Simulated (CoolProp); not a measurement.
Values from CoolProp's reference Helmholtz-energy equation of state, Gao 2022.

Q: Give the vapour pressure (kPa), liquid density (kg/m³), enthalpy of vaporisation (kJ/kg), liquid cp (kJ/(kg K)) of saturated n-perfluorohexane at 340.8, 369.9, 374.7 K.

A: 
```csv
T (K),p (kPa),liquid density (kg/m³),enthalpy of vaporisation (kJ/kg),liquid cp (kJ/(kg K))
340.8,143,1540,81.4,1.12
369.9,327,1440,71.9,1.17
374.7,369,1420,70.2,1.18
```
